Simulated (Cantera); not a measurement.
Feed: 1 mol CH₃SiCl₃, 0.022 mol C₃H₈, 2.8 mol H₂, at 1402 °C and 1.33 mbar.

These are equilibrium values from Cantera (NASA tables, ideal gas, pure condensed phases), not measurements of a reactor. Candidate condensed phases: C, C₆H₆, C₇H₈, C₈H₁₈, Si, SiC; 109 gas species. The feed counts by its element totals alone. The tables' values for SiCl₃, SiCl are old estimates; treat these amounts as uncertain. The numbers say what is thermodynamically allowed, not how fast it happens.

Base state: H₂ 0.511, HCl 0.465, SiCl₂ 0.0205, H 0.00227, Cl 0.00161, SiCl₃ 0.000444, C₂H₂ (acetylene) 2.96e-5, SiCl₄ 2.00e-5 (mole fractions); condensed: C(graphite) + SiC(s).

Q: What changes in the equilibrium state with this change: temperature from 1402 °C to 977 °C?

A: 
```csv
species,before,after
H₂,0.511,0.505
HCl,0.465,0.488
SiCl₄,2.00e-5,0.00366
SiCl₂,0.0205,0.00268
SiCl,1.99e-5,3.31e-9
H,0.00227,9.40e-6
"C(graphite), mol",0.190,0.111
"SiC(s), mol",0.876,0.955
```
The tables' values for SiCl₃ are old estimates; treat these amounts as uncertain.

Q: What changes in the equilibrium state with this change: temperature from 1402 °C to 2200 °C?

A: 
```tsv
species	before	after
H	0.00227	0.307
H₂	0.511	0.253
HCl	0.465	0.175
SiC₂	2.90e-8	0.0194
Si	4.38e-6	0.0808
Cl	0.00161	0.150
SiCl₂	0.0205	0.00505
C₃	<1e-9	0.000244
C₂H	<1e-9	0.000201
C(graphite), mol	0.190	0.657
SiC(s), mol	0.876	0
```
The tables' values for SiCl are old estimates; treat these amounts as uncertain.

Q: What changes in the equilibrium state with this change: temperature from 1402 °C to 2050 °C?

A: 
```json
[
 {"species": "H₂", "before": "0.511", "after": "0.360"},
 {"species": "HCl", "before": "0.465", "after": "0.245"},
 {"species": "H", "before": "0.00227", "after": "0.179"},
 {"species": "SiC₂", "before": "2.90e-8", "after": "0.0114"},
 {"species": "Si", "before": "4.38e-6", "after": "0.0763"},
 {"species": "Cl", "before": "0.00161", "after": "0.0875"},
 {"species": "SiCl₂", "before": "0.0205", "after": "0.0255"},
 {"species": "Si₂C", "before": "2.27e-8", "after": "0.00389"},
 {"species": "Si₂", "before": "<1e-9", "after": "0.000137"},
 {"species": "C(graphite), mol", "before": "0.190", "after": "0.834"},
 {"species": "SiC(s), mol", "before": "0.876", "after": "0"}
]
```
The tables' values for SiCl, SiCl₃ are old estimates; treat these amounts as uncertain. Gases not in the tables: Si₂H₆ and higher silanes.
